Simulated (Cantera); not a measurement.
What does this Cantera script print?

```python
import numpy as np
import cantera as ct

gas = ct.Solution("gri30.yaml")
gas.TPX = 1175, 1100, {'H2': 0.012, 'O2': 1}
reactor = ct.IdealGasConstPressureReactor(gas, energy="off", clone=False)
net = ct.ReactorNet([reactor])
net.rtol, net.atol = 1e-08, 1e-18
show = ['H2', 'O2', 'H2O2', 'O', 'H2O', 'HO2', 'H']
times = np.geomspace(3e-05, 9, 13)

steps = ct.SolutionArray(gas, extra=["t"])
rows = []
print(f"{'t/s':>10s}{'T/K':>9s}{'P/Pa':>11s}" + "".join(f"{s:>11s}" for s in show))
for t in times:
    while net.time < t:
        t_next = net.step()
        steps.append(gas.state, t=t_next)
    rows.append([np.interp(t, steps.t, y) for y in (steps.T, steps.P, *steps(*show).X.T)])
    print(f"{t:10.3e}{rows[-1][0]:9.1f}{rows[-1][1]:11.4g}" + "".join(f"{x:11.3e}" for x in rows[-1][2:]))
rate = np.gradient(steps.T, steps.t)
print("integrator steps:", len(steps.t))
if steps.T.max() > steps.T[0] + 200:
    print(f"time of steepest temperature rise: {steps.t[rate.argmax()]:.4e} s")
gas.TPX = 1175, 1100, {'H2': 0.012, 'O2': 1}
gas.equilibrate("TP")
print(f"equilibrium (TP): T = {gas.T:.1f} K  " + "  ".join(f"{s} {gas[s].X[0]:.3e}" for s in show))
```

It prints:

```
       t/s      T/K       P/Pa         H2         O2       H2O2          O        H2O        HO2          H
 3.000e-05   1175.0       1100  1.186e-02  9.881e-01  1.563e-15  3.623e-11  1.072e-12  1.644e-10  1.291e-10
 8.581e-05   1175.0       1100  1.186e-02  9.881e-01  1.278e-14  2.284e-10  2.002e-11  4.705e-10  2.611e-10
 2.455e-04   1175.0       1100  1.186e-02  9.881e-01  1.045e-13  1.176e-09  2.968e-10  1.347e-09  4.624e-10
 7.021e-04   1175.0       1100  1.186e-02  9.881e-01  8.513e-13  6.489e-09  3.901e-09  3.862e-09  1.241e-09
 2.008e-03   1175.0       1100  1.186e-02  9.881e-01  6.919e-12  9.026e-08  9.228e-08  1.127e-08  1.273e-08
 5.745e-03   1175.0       1100  1.178e-02  9.881e-01  1.469e-10  5.224e-05  5.960e-05  1.884e-07  7.200e-06
 1.643e-02   1175.0       1100  9.044e-05  9.777e-01  2.286e-08  9.591e-03  1.096e-02  1.039e-06  6.810e-04
 4.700e-02   1175.0       1100  5.128e-05  9.791e-01  1.839e-08  8.353e-03  1.118e-02  9.057e-07  4.947e-04
 1.344e-01   1175.0       1100  3.514e-05  9.820e-01  1.796e-08  5.650e-03  1.139e-02  7.660e-07  2.766e-04
 3.846e-01   1175.0       1100  1.538e-05  9.854e-01  1.610e-08  2.438e-03  1.164e-02  5.141e-07  7.886e-05
 1.100e+00   1175.0       1100  3.873e-06  9.873e-01  1.136e-08  6.113e-04  1.181e-02  2.401e-07  9.945e-06
 3.146e+00   1175.0       1100  6.857e-07  9.879e-01  5.343e-09  1.086e-04  1.188e-02  7.730e-08  7.472e-07
 9.000e+00   1175.0       1100  1.158e-07  9.880e-01  1.700e-09  1.843e-05  1.191e-02  1.970e-08  5.236e-08
integrator steps: 1340
equilibrium (TP): T = 1175.0 K  H2 8.606e-10  O2 9.881e-01  H2O2 2.370e-11  O 1.393e-07  H2O 1.193e-02  HO2 3.607e-09  H 3.452e-11
```

Detailed kinetics in Cantera: GRI-Mech 3.0 (53 species, 325 reactions). Radical loss at walls, strong at low pressure, is not modelled.
